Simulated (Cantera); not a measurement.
A perfectly stirred reactor is fed with CH4 : C2H6 : C3H8 : O2 : N2 = 1 : 0.057 : 0.054 : 1.9 : 7.14 (molar parts), equivalence ratio 1.3, at 10.0 bar; it is adiabatic with a 648 K inlet, and is followed from long to short residence time, starting on the burning branch (τ in s: 0.055, 0.026, 0.012, 0.0059, 0.0028, 0.0013, 0.00063, 0.0003, 0.00014, 6.7e-05, 3.2e-05, 1.5e-05, 7.2e-06).

Detailed kinetics in Cantera: GRI-Mech 3.0 (53 species, 325 reactions).

x: mole fraction; the columns are a selection and need not sum to one.

```json
[
 {"τ (s)": "0.055", "T (K)": "2321", "x CH4": "1.79e-5", "x C2H6": "8.55e-9", "x C3H8": "7.90e-9", "x CH3": "5.72e-6", "x H2O": "0.180"},
 {"τ (s)": "0.026", "T (K)": "2320", "x CH4": "3.29e-5", "x C2H6": "1.81e-8", "x C3H8": "1.63e-8", "x CH3": "1.10e-5", "x H2O": "0.180"},
 {"τ (s)": "0.012", "T (K)": "2318", "x CH4": "(withheld)", "x C2H6": "(withheld)", "x C3H8": "(withheld)", "x CH3": "(withheld)", "x H2O": "0.180"},
 {"τ (s)": "0.0059", "T (K)": "2316", "x CH4": "9.49e-5", "x C2H6": "7.92e-8", "x C3H8": "6.59e-8", "x CH3": "3.66e-5", "x H2O": "0.180"},
 {"τ (s)": "0.0028", "T (K)": "2313", "x CH4": "(withheld)", "x C2H6": "(withheld)", "x C3H8": "(withheld)", "x CH3": "(withheld)", "x H2O": "0.180"},
 {"τ (s)": "0.0013", "T (K)": "2308", "x CH4": "0.000241", "x C2H6": "3.59e-7", "x C3H8": "2.63e-7", "x CH3": "0.000110", "x H2O": "0.179"},
 {"τ (s)": "0.00063", "T (K)": "2301", "x CH4": "0.000367", "x C2H6": "7.45e-7", "x C3H8": "5.07e-7", "x CH3": "0.000181", "x H2O": "0.179"},
 {"τ (s)": "0.00030", "T (K)": "2290", "x CH4": "0.000570", "x C2H6": "1.61e-6", "x C3H8": "1.00e-6", "x CH3": "0.000297", "x H2O": "0.179"},
 {"τ (s)": "0.00014", "T (K)": "2271", "x CH4": "0.000933", "x C2H6": "3.73e-6", "x C3H8": "2.06e-6", "x CH3": "0.000497", "x H2O": "0.178"},
 {"τ (s)": "6.7e-5", "T (K)": "2236", "x CH4": "0.00167", "x C2H6": "9.73e-6", "x C3H8": "4.51e-6", "x CH3": "0.000844", "x H2O": "0.176"},
 {"τ (s)": "3.2e-5", "T (K)": "2124", "x CH4": "0.00467", "x C2H6": "5.42e-5", "x C3H8": "1.52e-5", "x CH3": "0.00165", "x H2O": "0.170"},
 {"τ (s)": "1.5e-5", "T (K)": "648", "x CH4": "0.0985", "x C2H6": "0.00562", "x C3H8": "0.00532", "x CH3": "<1e-12", "x H2O": "<1e-12"},
 {"τ (s)": "7.2e-6", "T (K)": "648", "x CH4": "0.0985", "x C2H6": "0.00562", "x C3H8": "0.00532", "x CH3": "<1e-12", "x H2O": "<1e-12"}
]
```

Q: What belongs in the gaps?

A: 
- 0.012, x CH4: 5.85e-5
- 0.012, x C2H6: 3.90e-8
- 0.012, x C3H8: 3.39e-8
- 0.012, x CH3: 2.10e-5
- 0.0028, x CH4: 0.000152
- 0.0028, x C2H6: 1.66e-7
- 0.0028, x C3H8: 1.31e-7
- 0.0028, x CH3: 6.38e-5
